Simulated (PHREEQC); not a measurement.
Consider water at 25 °C with 0.056 mol/kgw KOH and 0.21 mol/kgw KH2PO4. Closed to the air; pH follows from the charge balance.

The numbers come from PHREEQC with the ion-association model, wateq4f.dat.

No solid was allowed to form.

### Question
What pH does the model give?

### Answer
pH 6.27.

### Question
In which forms is K present?

### Answer
K+ 98 %, KHPO4- 2.3 % of the K.

H3PO4, which wateq4f.dat lacks, is added to it with the constant of phreeqc.dat.
